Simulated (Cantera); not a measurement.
Equilibrium for roasting and sulfation: Fe2O3 + SO3 + N2 + SO2

Feed: 1 mol Fe2O3, 2.1 mol SO3, 34 mol N2, 0.8 mol SO2, held at 1250 K and 300 Torr.

Method: chemical equilibrium by Gibbs-energy minimisation in Cantera with the NASA 1993 tables (ideal gas, pure condensed phases). Candidate condensed phases: Fe, FeO, FeS, FeSO4, FeS2, Fe2O3, Fe2(SO4)3, Fe3O4, S; 19 gas species. Rates play no part.

```yaml
x(N2): 0.896
x(SO2): 0.0751
x(O2): 0.0270
x(SO3): 0.00136
x(NO): 0.000108
n(Fe2O3(s)): 1.00 mol
gas_amount: 37.92 mol
log10 activity of Fe(γ) (absent): -8.97
log10 activity of S(l) (absent): -11.73
```
